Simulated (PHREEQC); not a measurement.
Dissolve 0.0099 mol/kgw (NH4)2HPO4, 0.0028 mol/kgw Na2HPO4 and 0.037 mol/kgw NaCl at 25 °C and 50 atm. Closed to the air; pH follows from the charge balance.

Computed with PHREEQC (ion-association model, phreeqc.dat).

The ionic strength comes out as 0.0727 mol/kgw. What activity coefficients do PO4-3, OH-, Cl-, HPO4-2, NH4+ get?

PO4-3 0.12, OH- 0.79, Cl- 0.79, HPO4-2 0.42, NH4+ 0.77.

This is a speciation only: nothing precipitates in the calculation. Under pressure, the constants of complexes without a molar volume in the database are unreliable.
